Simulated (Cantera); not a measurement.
Input (Python, Cantera):

```python
import numpy as np
import cantera as ct

gas = ct.Solution("gri30.yaml")
gas.TPX = 800, 1600000, {'CH4': 1, 'C2H6': 0.054, 'C3H8': 0.034, 'O2': 5.75, 'N2': 21.6}
inlet = ct.Reservoir(gas, clone=True)
gas.equilibrate("HP")  # start burning
reactor = ct.IdealGasConstPressureReactor(gas, energy="on", clone=False)
exhaust = ct.Reservoir(gas, clone=True)
tau = [0.42, 0.13, 0.04, 0.012, 0.0038, 0.0012, 0.00037, 0.00011, 3.5e-05][0]
for a, b in ((inlet, reactor), (reactor, exhaust)):
    ct.MassFlowController(a, b, mdot=lambda t: reactor.mass / tau)
net = ct.ReactorNet([reactor])
show = ['CH4', 'C2H6', 'C3H8', 'H2O', 'CH2CO']

rows = []
print(f"{'tau/s':>10s}{'T/K':>9s}" + "".join(f"{s:>11s}" for s in show))
for tau in [0.42, 0.13, 0.04, 0.012, 0.0038, 0.0012, 0.00037, 0.00011, 3.5e-05]:
    net.initial_time = 0.0
    net.advance(30 * tau)
    before = gas.X
    net.advance(40 * tau)
    drift = np.max(np.abs(gas.X - before) / (gas.X + 1e-9))
    rows.append([gas.T, *gas[show].X, drift])
    print(f"{tau:10.3e}{gas.T:9.1f}" + "".join(f"{x:11.3e}" for x in gas[show].X))
```

Output:

```
     tau/s      T/K        CH4       C2H6       C3H8        H2O      CH2CO
 4.200e-01   1725.7  8.470e-07  9.892e-09  5.919e-09  8.054e-02  3.655e-08
 1.300e-01   1725.4  2.556e-06  3.041e-08  1.834e-08  8.053e-02  1.129e-07
 4.000e-02   1724.7  7.181e-06  8.875e-08  5.434e-08  8.050e-02  3.325e-07
 1.200e-02   1722.7  1.903e-05  2.493e-07  1.551e-07  8.043e-02  9.415e-07
 3.800e-03   1718.3  4.703e-05  6.573e-07  4.098e-07  8.029e-02  2.472e-06
 1.200e-03   1706.9  1.231e-04  1.853e-06  1.118e-06  7.996e-02  6.758e-06
 3.700e-04   1661.5  4.772e-04  8.392e-06  4.277e-06  7.868e-02  2.693e-05
 1.100e-04    800.0  3.516e-02  1.899e-03  1.196e-03  2.692e-13 -5.164e-18
 3.500e-05    800.0  3.516e-02  1.899e-03  1.196e-03  2.656e-14 -3.772e-22
```

Computed with Cantera and GRI-Mech 3.0 (53 species, 325 reactions). The pressure lies above the range GRI-Mech 3.0 was tuned for (to about 10 atm).
